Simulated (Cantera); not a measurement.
Cantera run, input and output.

```python
import numpy as np
import cantera as ct

gas = ct.Solution("gri30.yaml")


def delay(T, t_max=10):
    gas.TPX = T, 101325, {'CH4': 1, 'C2H6': 0.085, 'C3H8': 0.13, 'O2': 2.68, 'N2': 10.1}
    reactor = ct.IdealGasConstPressureReactor(gas, clone=False)
    net = ct.ReactorNet([reactor])
    net.rtol, net.atol = 1e-8, 1e-16
    while net.time < t_max:
        t_old, T_old = net.time, reactor.T
        net.step()
        if reactor.T > T + 400:  # ignition: a rise of 400 K
            return t_old + (T + 400 - T_old) / (reactor.T - T_old) * (net.time - t_old)
    return np.nan


taus = []
for T in [1150, 1225, 1300, 1375, 1450, 1525, 1600, 1675]:
    taus.append(delay(T))
    print(f"T0 = {T:6g} K   tau = {taus[-1]:.4e} s")
```

It prints:

```
T0 =   1150 K   tau = 1.3645e-02 s
T0 =   1225 K   tau = 4.1447e-03 s
T0 =   1300 K   tau = 1.3889e-03 s
T0 =   1375 K   tau = 5.3262e-04 s
T0 =   1450 K   tau = 2.3558e-04 s
T0 =   1525 K   tau = 1.1903e-04 s
T0 =   1600 K   tau = 6.7486e-05 s
T0 =   1675 K   tau = 4.2074e-05 s
```

Model: GRI-Mech 3.0 (53 species, 325 reactions), integrated in Cantera.
